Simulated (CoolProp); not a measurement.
Vapour-liquid equilibrium of hydrogen chloride (1) + propane (2) at 3.35 °C; x and y are mole fractions of (1).

Computed with CoolProp (multi-fluid Helmholtz-energy mixture model, Thol 2018 and Lemmon 2009; pair parameters Bell 2016).

```json
[
 {"x": "0.05", "bubble pressure, mixture model (MPa)": "0.7292", "bubble pressure, Raoult's law (MPa)": "0.6398", "y, mixture model": "0.281", "y, Raoult's law": "0.221"},
 {"x": "0.15", "bubble pressure, mixture model (MPa)": "1.101", "bubble pressure, Raoult's law (MPa)": "0.8696", "y, mixture model": "0.536", "y, Raoult's law": "0.487"},
 {"x": "0.25", "bubble pressure, mixture model (MPa)": "1.418", "bubble pressure, Raoult's law (MPa)": "1.099", "y, mixture model": "0.653", "y, Raoult's law": "0.642"},
 {"x": "0.35", "bubble pressure, mixture model (MPa)": "1.682", "bubble pressure, Raoult's law (MPa)": "1.329", "y, mixture model": "0.722", "y, Raoult's law": "0.743"},
 {"x": "0.45", "bubble pressure, mixture model (MPa)": "(withheld)", "bubble pressure, Raoult's law (MPa)": "1.559", "y, mixture model": "(withheld)", "y, Raoult's law": "0.815"},
 {"x": "0.55", "bubble pressure, mixture model (MPa)": "2.094", "bubble pressure, Raoult's law (MPa)": "1.789", "y, mixture model": "0.807", "y, Raoult's law": "0.868"},
 {"x": "0.65", "bubble pressure, mixture model (MPa)": "2.268", "bubble pressure, Raoult's law (MPa)": "2.019", "y, mixture model": "(withheld)", "y, Raoult's law": "0.909"},
 {"x": "0.75", "bubble pressure, mixture model (MPa)": "2.432", "bubble pressure, Raoult's law (MPa)": "2.249", "y, mixture model": "0.878", "y, Raoult's law": "0.942"},
 {"x": "0.85", "bubble pressure, mixture model (MPa)": "2.593", "bubble pressure, Raoult's law (MPa)": "2.478", "y, mixture model": "0.919", "y, Raoult's law": "0.968"},
 {"x": "0.95", "bubble pressure, mixture model (MPa)": "(withheld)", "bubble pressure, Raoult's law (MPa)": "2.708", "y, mixture model": "(withheld)", "y, Raoult's law": "0.990"}
]
```

**Question.** Fill in the missing entries.

**Answer.** 
- 0.45, bubble pressure, mixture model (MPa): 1.903
- 0.45, y, mixture model: 0.769
- 0.65, y, mixture model: 0.842
- 0.95, bubble pressure, mixture model (MPa): 2.749
- 0.95, y, mixture model: 0.970

The largest gap from Raoult's law is +29.0 % in bubble pressure, at x = 0.25. No azeotrope shows between x = 0.05 and 0.95.

Pair parameters are fitted to limited data, so mixtures are less certain than the pure fluids.
